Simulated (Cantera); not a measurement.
Cantera run, input and output.

```python
import numpy as np
import cantera as ct

gas = ct.Solution("gri30.yaml")
gas.TPX = 425, 500000, {'CH4': 1, 'CO': 0.34, 'O2': 2.55, 'N2': 11.7}
flame = ct.FreeFlame(gas, width=0.013)
flame.set_refine_criteria(ratio=3, slope=0.08, curve=0.16)
flame.transport_model = "mixture-averaged"
flame.solve(loglevel=0, auto=True)
z, T = flame.grid, flame.T
thick = (T[-1] - T[0]) / np.gradient(T, z).max()
show = ['CH4', 'CO', 'O2', 'CH2O', 'C2H4', 'HCO']
print(f"laminar burning velocity  {flame.velocity[0] * 100:.3f} cm/s")
print(f"burnt temperature         {T[-1]:.1f} K")
print(f"thermal thickness         {thick * 1e3:.4f} mm")
print(f"grid points               {len(z)}")
z0 = z[flame.heat_release_rate.argmax()]
print(f"{'z/mm':>9s}{'T/K':>9s}{'u/(m/s)':>9s}" + "".join(f"{s:>11s}" for s in show))
rows = []
for k in (-3, -2, -1.5, -1, -0.5, -0.25, 0, 0.25, 0.5, 1, 2, 4, 8):
    zz = z0 + k * thick
    rows.append([k * thick, np.interp(zz, z, T), np.interp(zz, z, flame.velocity),
                 *(np.interp(zz, z, flame.X[gas.species_index(s)]) for s in show)])
    print(f"{rows[-1][0] * 1e3:9.3f}{rows[-1][1]:9.1f}{rows[-1][2]:9.3f}" + "".join(f"{x:11.3e}" for x in rows[-1][3:]))
```

It prints:

```
laminar burning velocity  19.307 cm/s
burnt temperature         2004.6 K
thermal thickness         0.1992 mm
grid points               134
     z/mm      T/K  u/(m/s)        CH4         CO         O2       CH2O       C2H4        HCO
   -0.598    425.8    0.193  6.407e-02  2.180e-02  1.635e-01  2.207e-07  4.402e-08  2.350e-19
   -0.398    433.4    0.197  6.361e-02  2.182e-02  1.629e-01  4.013e-06  7.916e-07  3.376e-16
   -0.299    455.7    0.208  6.239e-02  2.190e-02  1.614e-01  1.966e-05  3.863e-06  2.480e-14
   -0.199    565.5    0.258  5.687e-02  2.247e-02  1.535e-01  1.383e-04  2.743e-05  1.034e-11
   -0.100    974.3    0.447  3.670e-02  2.527e-02  1.196e-01  7.506e-04  1.726e-04  2.669e-08
   -0.050   1333.2    0.612  1.866e-02  2.800e-02  8.630e-02  8.824e-04  3.089e-04  1.183e-06
    0.000   1686.7    0.772  2.725e-03  2.682e-02  5.013e-02  2.706e-04  1.107e-04  6.931e-06
    0.050   1834.7    0.834  4.456e-05  1.551e-02  3.438e-02  8.674e-06  7.249e-07  5.275e-07
    0.100   1897.4    0.859  5.266e-07  8.698e-03  3.001e-02  1.221e-07  2.582e-09  1.471e-08
    0.199   1953.7    0.881  2.193e-10  3.968e-03  2.709e-02  6.635e-11  1.702e-13  1.424e-09
    0.398   1987.5    0.895  1.205e-14  1.556e-03  2.562e-02  1.240e-12  6.431e-19  1.414e-10
    0.797   2001.3    0.900  1.158e-15  5.820e-04  2.511e-02  1.939e-13  3.487e-25  1.443e-11
    1.594   2004.3    0.901  2.722e-16  3.578e-04  2.501e-02  8.370e-14 -9.920e-27  5.297e-12
```

Model: GRI-Mech 3.0 (53 species, 325 reactions), integrated in Cantera. Burning velocities carry a grid error of a few per cent, more on coarse grids.
